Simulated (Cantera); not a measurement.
# Equilibrium for carbon deposition, reforming and gasification: CO + O2 + H2O

Charge: 1 mol CO, 0.024 mol O2, 2 mol H2O, held at 1827 °C.

Cantera equilibrium calculation (NASA polynomials, part measured and part estimated; ideal gas, pure solids and liquids). Candidate condensed phases: C, C6H6, C7H8, C8H18, H2O; 110 gas species. The ideal-gas law is rough above about 30 bar. Equilibrium is a limit: real reactors are often held back by kinetics, nucleation or transport.

| P (Pa) | x H2O | x CO | x CO2 | x H2 | x H | x OH | x O2 | x O |
|---|---|---|---|---|---|---|---|---|
| 10 | 0.374 | 0.185 | 0.106 | 0.133 | 0.114 | 0.0380 | 0.0278 | 0.0232 |
| 160 | 0.500 | 0.182 | 0.143 | 0.129 | 0.0279 | 0.0129 | 0.00332 | 0.00200 |
| 2500 | 0.526 | 0.183 | 0.148 | 0.131 | 0.00714 | 0.00341 | 0.000226 | 0.000132 |
| 40000 | 0.532 | 0.184 | 0.149 | 0.133 | 0.00179 | 0.000856 | 1.41e-5 | 8.26e-6 |
| 630000 | 0.533 | 0.184 | 0.149 | 0.133 | 0.000453 | 0.000216 | 8.95e-7 | 5.24e-7 |
| 10000000 | 0.533 | 0.184 | 0.149 | 0.133 | 0.000114 | 5.42e-5 | 5.63e-8 | 3.30e-8 |
x: gas mole fraction; nothing condenses.

From 10.0 Pa to 100 bar nothing is condensed. The main C-bearing gas is CO throughout.
